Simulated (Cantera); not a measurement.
What does this Cantera script print?

```python
import numpy as np
import cantera as ct

gas_names = """
    CL CL2 H HCL H2 N NH NH2 NH3 N2 N2H2 N2H4 Si SiCL SiCL2 SiCL3 SiCL4 SiH SiHCL3 SiH2 SiH2CL2 SiH3
    SiH3CL SiH4 SiN Si2 Si2N Si3
""".split()
cond_names = """
    NH4CL(a) NH4CL(b) Si(cr) Si(L) Si3N4(a)
""".split()


# ... load() reads the species with a 1 bar reference pressure and builds the phases ...
atoms = {
    'Si2Cl6': {'Si': 2, 'CL': 6},
    'N2': {'N': 2},
    'H2': {'H': 2},
}
top_T = {'Si3N4(a)': 2400}  # K; cautious upper limits of use, not melting points


# ... equilibrate(T, P, feed) seeds the gas with the atoms and calls Mixture.equilibrate('TP', solver="vcs", rtol=1e-11, max_steps=5000) ...
results = []
T = 2023  # K
P = 19  # Pa
for m in [1.9, 2.8, 4.3, 6.4, 9.6, 14, 22, 32]:
    feed = {'Si2Cl6': 1, 'N2': m, 'H2': 0.13}  # mol
    mix = equilibrate(T, P, feed)
    results.append((T, P, feed, dict(zip(mix.species_names, mix.species_moles))))
    x = sorted(zip(gas.X, gas.species_names), reverse=True)
    print(f"T = {T:g} K  P = {P:g} Pa  n(N2) = {m:g} mol  gas = {mix.phase_moles(0):.4g} mol")
    print("   x: " + "  ".join(f"{s} {v:.3e}" for v, s in x if v > 0.0001))
    print("   condensed (mol): " + ("  ".join(f"{mix.phase(i).name} {mix.phase_moles(i):.4g}"
          for i in range(1, mix.n_phases) if mix.phase_moles(i) > 1e-12) or "none"))
```

Output:

```
T = 2023 K  P = 19 Pa  n(N2) = 1.9 mol  gas = 5.982 mol
   x: SiCL2 3.218e-01  N2 3.176e-01  CL 3.047e-01  HCL 4.118e-02  SiCL 5.096e-03  Si 4.660e-03  SiCL3 2.801e-03  H 1.905e-03  H2 1.912e-04
   condensed (mol): none
T = 2023 K  P = 19 Pa  n(N2) = 2.8 mol  gas = 6.906 mol
   x: N2 4.055e-01  SiCL2 2.772e-01  CL 2.675e-01  HCL 3.541e-02  Si 5.211e-03  SiCL 5.002e-03  SiCL3 2.119e-03  H 1.867e-03  H2 1.836e-04
   condensed (mol): none
T = 2023 K  P = 19 Pa  n(N2) = 4.3 mol  gas = 8.447 mol
   x: N2 5.090e-01  SiCL2 2.244e-01  CL 2.236e-01  HCL 2.863e-02  Si 6.035e-03  SiCL 4.843e-03  H 1.805e-03  SiCL3 1.434e-03  H2 1.716e-04
   condensed (mol): none
T = 2023 K  P = 19 Pa  n(N2) = 6.4 mol  gas = 10.61 mol
   x: N2 6.033e-01  CL 1.838e-01  SiCL2 1.760e-01  HCL 2.247e-02  Si 7.004e-03  SiCL 4.620e-03  H 1.724e-03  SiCL3 9.240e-04  H2 1.565e-04
   condensed (mol): none
T = 2023 K  P = 19 Pa  n(N2) = 9.6 mol  gas = 13.9 mol
   x: N2 6.905e-01  CL 1.471e-01  SiCL2 1.308e-01  HCL 1.681e-02  Si 8.132e-03  SiCL 4.293e-03  H 1.612e-03  SiCL3 5.499e-04  H2 1.368e-04
   condensed (mol): none
T = 2023 K  P = 19 Pa  n(N2) = 14 mol  gas = 18.43 mol
   x: N2 7.594e-01  CL 1.181e-01  SiCL2 9.508e-02  HCL 1.239e-02  Si 9.171e-03  SiCL 3.886e-03  H 1.480e-03  SiCL3 3.208e-04  H2 1.153e-04
   condensed (mol): none
T = 2023 K  P = 19 Pa  n(N2) = 22 mol  gas = 26.66 mol
   x: N2 8.251e-01  CL 9.022e-02  SiCL2 6.139e-02  Si 1.014e-02  HCL 8.280e-03  SiCL 3.283e-03  H 1.294e-03  SiCL3 1.582e-04
   condensed (mol): none
T = 2023 K  P = 19 Pa  n(N2) = 32 mol  gas = 36.92 mol
   x: N2 8.667e-01  CL 7.218e-02  SiCL2 4.079e-02  Si 1.053e-02  HCL 5.778e-03  SiCL 2.727e-03  H 1.129e-03
   condensed (mol): none
```

These are equilibrium values from Cantera (NASA tables, ideal gas, pure condensed phases), not measurements of a reactor. The feed counts by its element totals alone. The tables' values for SiCl, SiCl3, SiN are old estimates; treat these amounts as uncertain.
